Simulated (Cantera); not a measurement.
## Thermodynamics of chemical vapour transport, feed Fe₂O₃ + HCl + O₂

Input: 1 mol Fe₂O₃, 0.28 mol HCl, 0.011 mol O₂, held at 17000 Pa.

Cantera equilibrium calculation (NASA polynomials, part measured and part estimated; ideal gas, pure solids and liquids). Candidate condensed phases: Fe, FeCl₂, FeCl₃, FeO, Fe(OH)₂, Fe(OH)₃, Fe₂O₃, Fe₃O₄, H₂O; 22 gas species. Condensed phases not in the tables: FeOCl. The numbers say what is thermodynamically allowed, not how fast it happens.

```
T (K)  x HCl   x H₂O   x Cl₂   x FeCl₂      x O₂   x FeCl₃  n Fe₂O₃(s)
-----  -----  ------  ------  --------  --------  --------  ----------
773    0.841  0.0799  0.0785   5.56e-7   6.34e-5  0.000899       1.000
823    0.839  0.0807  0.0782   2.82e-6  0.000196   0.00160       1.000
873    0.838  0.0816  0.0776   1.17e-5  0.000531   0.00261       1.000
923    0.836  0.0823  0.0761   4.14e-5   0.00126   0.00401       0.999
973    0.835  0.0824  0.0734  0.000130   0.00260   0.00587       0.999
1023   0.835  0.0822  0.0691  0.000368   0.00469   0.00830       0.999
1073   0.834  0.0818  0.0635  0.000956   0.00752    0.0113       0.998
1123   0.832  0.0818  0.0568   0.00228    0.0110    0.0147       0.998
1173   0.828  0.0827  0.0495   0.00498    0.0150    0.0181       0.997
1223   0.819  0.0850  0.0420   0.00994    0.0196    0.0210       0.996
1273   0.806  0.0891  0.0347    0.0181    0.0247    0.0227       0.994
1323   0.787  0.0953  0.0278    0.0302    0.0305    0.0228       0.992
1373   0.762   0.104  0.0215    0.0462    0.0368    0.0213       0.990
```
x: gas mole fraction; n: condensed amount in mol.

From 773 K to 1373 K the condensed part is Fe₂O₃(s). The main Fe-bearing gas is FeCl₃ at 773 K and FeCl₂ at 1373 K.
